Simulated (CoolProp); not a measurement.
Isobutane at 276.35 K and 0.0867 MPa is throttled through a valve to 0.0169 MPa with no heat exchange. Each further row changes one setting.

The numbers come from the reference Helmholtz-energy equation of state, Bücker 2006 in CoolProp.

```csv
case,temperature change (K),final density (kg/m³)
as stated,?,0.433
outlet pressure 0.00507 MPa,?,?
outlet pressure 0.022 MPa,-1.8,?
```

Question: What belongs in the gaps?

Answer: 
- as stated, temperature change (K): -1.9
- outlet pressure 0.00507 MPa, temperature change (K): -2.3
- outlet pressure 0.00507 MPa, final density (kg/m³): 0.130
- outlet pressure 0.022 MPa, final density (kg/m³): 0.564
